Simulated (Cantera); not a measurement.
Charge: 1 mol Ta₂O₅, 2.3 mol C, 0.5 mol H₂, held at 702 °C.

Equilibrium computed with Cantera from the NASA thermochemical tables; the gas is ideal and each condensed phase is pure. Candidate condensed phases: C, C₆H₆, C₇H₈, C₈H₁₈, H₂O, Ta, TaC, Ta₂O₅; 113 gas species. TaC: taken at fixed stoichiometry. Condensed phases not in the tables: Ta₂C. Kinetics and transport are ignored.

At 2.03 Torr, list the 4 most abundant gas species with their mole fractions, and the condensed phases.

H₂ 0.922, CO 0.0772, CH₄ 0.000289, H₂O 0.000115. Condensed: C(graphite) + TaC(s) + Ta₂O₅(s).
